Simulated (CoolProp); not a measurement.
Aqueous sodium chloride as a coolant, 17 % by mass, freezing at -13.0 °C, 1 atm.

Computed with CoolProp (Melinder's fits for secondary coolants).

| T (°C) | viscosity (mPa s) | conductivity (W/(m K)) | cp (kJ/(kg K)) | Prandtl number |
|---|---|---|---|---|
| -9.1 | ___ | 0.537 | 3.441 | ___ |
| -2.8 | 2.70 | 0.546 | ___ | 17.1 |
| 3.6 | 2.20 | 0.556 | 3.468 | ___ |
| 9.9 | 1.83 | 0.566 | 3.479 | 11.2 |
| 16.2 | 1.54 | 0.576 | 3.488 | 9.35 |
| 22.5 | 1.33 | 0.585 | 3.496 | ___ |
| 28.8 | 1.16 | 0.595 | ___ | 6.83 |
| 35.2 | 1.03 | 0.605 | 3.506 | 5.97 |

### Question
Complete the blanks.

### Answer

- -9.1, viscosity (mPa s): 3.37
- -9.1, Prandtl number: 21.6
- -2.8, cp (kJ/(kg K)): 3.456
- 3.6, Prandtl number: 13.7
- 22.5, Prandtl number: 7.92
- 28.8, cp (kJ/(kg K)): 3.501
